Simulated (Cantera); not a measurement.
## Equilibrium for nitride etching: BN + H₂O + N₂

Charge: 1 mol BN, 9 mol H₂O, 1.8 mol N₂, held at 33.0 mbar.

Cantera equilibrium calculation (NASA polynomials, part measured and part estimated; ideal gas, pure solids and liquids). Candidate condensed phases: B, BN, B₂O₃, B₃O₃H₃, H₂O; 39 gas species. Gases not in the tables: H₃BO₃. Kinetics and transport are ignored.

From 800 K to 1400 K the condensed part is B₂O₃(l). The share of B in condensed phases is highest at 1100 K (93.3 %) and lowest at 1400 K (50.9 %).

```csv
T (K),log p H₂O,log p N₂,log p H₂,log p HBO₂,log p (HBO₂)₃,n B₂O₃(l)
800,-1.67,-2.17,-2.36,-7.72,-3.53,0.350
875,-1.66,-2.17,-2.36,-6.72,-3.75,0.408
950,-1.66,-2.17,-2.36,-5.89,-3.93,0.440
1025,-1.66,-2.17,-2.36,-5.19,-4.10,0.458
1100,-1.66,-2.17,-2.36,-4.59,-4.25,0.467
1175,-1.66,-2.17,-2.36,-4.07,-4.38,0.464
1250,-1.66,-2.17,-2.36,-3.62,-4.51,0.442
1325,-1.67,-2.18,-2.36,-3.22,-4.62,0.383
1400,-1.68,-2.18,-2.37,-2.87,-4.74,0.254
```
log p: log10 of the partial pressure in bar; n: condensed amount in mol.
